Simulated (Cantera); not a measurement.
## Thermodynamics of fluorocarbon and chlorocarbon gases, feed C2F6 + Si

Feed: 1 mol C2F6, a varied amount of Si, held at 2373.15 K and 0.130 bar.

These are equilibrium values from Cantera (NASA tables, ideal gas, pure condensed phases), not measurements of a reactor. Candidate condensed phases: C, Si, SiC; 23 gas species. The feed counts by its element totals alone. The tables' values for SiF3, C2F4 are old estimates; treat these amounts as uncertain. Gases not in the tables: C2F6 and larger saturated fluorocarbons. Rates play no part.

| n(Si) (mol) | x SiF4 | x CF4 | x CF2 | x F | x CF3 | x CF | n C(graphite) |
|---|---|---|---|---|---|---|---|
| 0.082 | 0.0423 | 0.538 | 0.302 | 0.0897 | 0.0253 | 0.00194 | 0.317 |
| 0.23 | 0.120 | 0.481 | 0.286 | 0.0872 | 0.0232 | 0.00189 | 0.484 |
| 0.38 | 0.201 | 0.423 | 0.268 | 0.0844 | 0.0211 | 0.00183 | 0.655 |
| 0.53 | 0.285 | 0.364 | 0.249 | 0.0813 | 0.0188 | 0.00176 | 0.826 |
| 0.68 | 0.373 | 0.304 | 0.227 | 0.0777 | 0.0165 | 0.00168 | 0.998 |
| 0.83 | 0.463 | 0.244 | 0.203 | 0.0736 | 0.0139 | 0.00159 | 1.17 |
| 0.98 | 0.559 | 0.183 | 0.176 | 0.0685 | 0.0112 | 0.00148 | 1.35 |
| 1.1 | 0.640 | 0.135 | 0.151 | 0.0634 | 0.00894 | 0.00137 | 1.49 |
| 1.3 | 0.788 | 0.0563 | 0.0978 | 0.0510 | 0.00465 | 0.00110 | 1.74 |
| 1.4 | 0.874 | 0.0211 | 0.0599 | 0.0399 | 0.00223 | 0.000863 | 1.87 |
x: gas mole fraction; n: condensed amount in mol.

From 0.082 mol Si to 1.4 mol Si the condensed part is C(graphite). The main Si-bearing gas is SiF4 throughout.
